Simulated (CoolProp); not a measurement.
Toluene at several states: Z from the reference equation and from simpler models built on Tc = 591.7 K, pc = 4.126 MPa, ω = 0.266; each cubic takes its own stable root.

Model: reference Helmholtz-energy equation of state, Lemmon 2006, in CoolProp. It is a short technical equation, of lower accuracy than the large ones.

| T (K) | p (MPa) | phase | reference |
|---|---|---|---|
| 423.2 | 1.48 | liquid | 0.05242 |
| 244.7 | 16.3 | liquid | 0.8018 |
| 497 | 0.0342 | gas | 0.9946 |
| 535.9 | 2.43 | liquid | 0.08665 |
| 389.4 | 9.32 | liquid | 0.3375 |

Problem. How far does each simpler model (van der Waals, Soave-Redlich-Kwong) lie from the reference over these 5 states: mean and median of the absolute difference, and the worst?

Solution. 
- van der Waals: mean 181.1 %, median 68.6 %, worst +705.2 % at 535.9 K and 2.43 MPa
- Soave-Redlich-Kwong: mean 11.2 %, median 12.0 %, worst +19.7 % at 535.9 K and 2.43 MPa

At some of these states van der Waals gives the other phase, because its saturation line lies elsewhere.
